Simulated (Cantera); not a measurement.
# Adiabatic ignition

An adiabatic, constant-volume homogeneous reactor starts with 14.4 % CH₄, 0.561 % C₂H₆, 13.4 % O₂, 50.2 % N₂, 21.6 % H₂O, at 1098 K and 18800 Torr.

Detailed kinetics in Cantera: GRI-Mech 3.0 (53 species, 325 reactions). The pressure lies above the range GRI-Mech 3.0 was tuned for (to about 10 atm).

```
t (s)     T (K)  P (bar)    x CH₄    x C₂H₆     x O₂       x H    x H₂O₂     x NO    x CH₃
--------  -----  -------  -------  --------  -------  --------  --------  -------  -------
5.00e-6    1098     25.0    0.144   0.00561    0.134    <1e-12  2.87e-10   <1e-12  1.66e-8
1.11e-5    1098     25.0    0.144   0.00561    0.134    <1e-12   1.43e-9   <1e-12  3.59e-8
2.47e-5    1098     25.0    0.144   0.00561    0.134  1.39e-12   7.09e-9   <1e-12  7.58e-8
5.49e-5    1098     25.0    0.144   0.00560    0.134  4.00e-12   3.47e-8   <1e-12  1.60e-7
0.000122   1098     25.0    0.144   0.00560    0.134  1.63e-11   1.65e-7   <1e-12  3.84e-7
0.000271   1098     25.0    0.144   0.00560    0.134  1.25e-10   8.27e-7   <1e-12  1.21e-6
0.000603   1098     25.0    0.144   0.00558    0.133  9.84e-10   4.18e-6   <1e-12  3.45e-6
0.00134    1102     25.1    0.143   0.00549    0.133   4.07e-9   1.47e-5   <1e-12  6.55e-6
0.00298    2100     55.2  0.00477   1.78e-6  1.54e-8  0.000173  6.56e-10  1.88e-7  9.56e-5
0.00663    2071     55.5  3.82e-5  1.34e-10  7.34e-9  0.000153  3.72e-10  1.66e-7  5.95e-7
0.0147     2071     55.5  2.59e-7    <1e-12  7.33e-9  0.000153  3.72e-10  1.74e-7  4.04e-9
0.0328     2071     55.5  2.59e-7    <1e-12  7.33e-9  0.000153  3.72e-10  1.92e-7  4.04e-9
0.0728     2071     55.5  2.59e-7    <1e-12  7.33e-9  0.000153  3.72e-10  2.30e-7  4.04e-9
0.162      2071     55.5  2.59e-7    <1e-12  7.33e-9  0.000153  3.72e-10  3.14e-7  4.04e-9
0.360      2071     55.5  2.59e-7    <1e-12  7.34e-9  0.000154  3.72e-10  4.89e-7  4.04e-9
0.800      2071     55.5  2.58e-7    <1e-12  7.34e-9  0.000154  3.72e-10  8.06e-7  4.04e-9
```
x: mole fraction; the columns are a selection and need not sum to one.

```json
{
  "time_of_steepest_temperature_rise": "2.56 ms",
  "temperature at 0.800 s": "2071 K",
  "equilibrium_temperature": "2071 K",
  "x(CH₄) at 0.800 s": "2.58e-7 (gas-phase equilibrium 2.77e-7)",
  "x(C₂H₆) at 0.800 s": "<1e-12 (gas-phase equilibrium <1e-12)",
  "x(O₂) at 0.800 s": "7.34e-9 (gas-phase equilibrium 7.34e-9)"
}
```
